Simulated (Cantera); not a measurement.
A perfectly stirred reactor is fed with N2O : N2 = 1 : 2.9 (molar parts), at 0.592 atm; it is held at 1223 K, and followed from long to short residence time.

Computed with Cantera and GRI-Mech 3.0 (53 species, 325 reactions). GRI-Mech 3.0 was tuned for natural gas; its chemistry of N2O as a main component is partial and can be far from experiment. The mechanism lacks the step 2 NO + O2 → 2 NO2, which can matter for NO2 below about 1400 K. The temperature is held fixed by assumption; the heat of reaction is taken as removed at once.

What does this change do: temperature 1223 to 1148 K?


| quantity | before | after |
|---|---|---|
| x(N2O) at τ = 4.00 s | 0.0837 | 0.167 |
| x(NO) at τ = 4.00 s | 0.0140 | 0.00611 |
| x(NO2) at τ = 4.00 s | 8.94e-5 | 4.49e-5 |
| x(O2) at τ = 4.00 s | 0.0695 | 0.0363 |
| x(O) at τ = 4.00 s | 1.68e-6 | 6.44e-7 |
| x(N2O) at τ = 48.0 ms | 0.249 | 0.255 |
| x(NO) at τ = 48.0 ms | 0.000740 | 0.000131 |
| x(NO2) at τ = 48.0 ms | 3.57e-6 | 4.84e-7 |
| x(O2) at τ = 48.0 ms | 0.00289 | 0.000710 |
| x(O) at τ = 48.0 ms | 2.49e-6 | 7.54e-7 |

What does this change do: temperature 1223 to 1000 K?


```tsv
quantity	before	after
x(N2O) at τ = 4.00 s	0.0837	0.252
x(NO) at τ = 4.00 s	0.0140	0.000146
x(NO2) at τ = 4.00 s	8.94e-5	1.25e-6
x(O2) at τ = 4.00 s	0.0695	0.00178
x(O) at τ = 4.00 s	1.68e-6	4.01e-8
x(N2O) at τ = 48.0 ms	0.249	0.256
x(NO) at τ = 48.0 ms	0.000740	1.81e-6
x(NO2) at τ = 48.0 ms	3.57e-6	1.07e-9
x(O2) at τ = 48.0 ms	0.00289	2.18e-5
x(O) at τ = 48.0 ms	2.49e-6	4.03e-8
```
